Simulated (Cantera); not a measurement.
## Equilibrium for calcination and drying: Mg(OH)₂ + H₂ + CO₂

A closed system holds: 1 mol Mg(OH)₂, 6.7 mol H₂, 0.82 mol CO₂, held at 14.0 Pa.

These are equilibrium values from Cantera (NASA tables, ideal gas, pure condensed phases), not measurements of a reactor. Candidate condensed phases: C, C₆H₆, C₇H₈, C₈H₁₈, H₂O, Mg, MgCO₃, MgO, Mg(OH)₂; 116 gas species. The tables' values for MgH are old estimates; treat these amounts as uncertain. Kinetics and transport are ignored.

```tsv
T (K)	log p H₂	log p H₂O	log p H	log p Mg	log p CO	log p OH	n MgO(s)
1800	-4.04	-4.52	-5.47	-5.72	-4.92	-7.13	0.880
1825	-4.05	-4.52	-5.38	-5.55	-4.92	-7.00	0.820
1850	-4.06	-4.50	-5.30	-5.39	-4.93	-6.87	0.737
1875	-4.08	-4.49	-5.22	-5.24	-4.94	-6.74	0.625
1900	-4.10	-4.47	-5.15	-5.11	-4.95	-6.60	0.480
1925	-4.13	-4.45	-5.09	-4.99	-4.96	-6.47	0.296
1950	-4.17	-4.43	-5.03	-4.88	-4.98	-6.33	0.0712
1975	-4.19	-4.42	-4.96	-4.85	-4.99	-6.22	0
2000	-4.20	-4.43	-4.89	-4.86	-4.99	-6.12	0
2025	-4.21	-4.44	-4.82	-4.86	-5.00	-6.03	0
2050	-4.22	-4.45	-4.75	-4.87	-5.00	-5.94	0
2075	-4.23	-4.46	-4.69	-4.87	-5.01	-5.86	0
```
log p: log10 of the partial pressure in bar; n: condensed amount in mol.

From 1800 K to 1950 K the condensed part is MgO(s). From 1975 K to 2075 K nothing is condensed. The main Mg-bearing gas is Mg throughout.
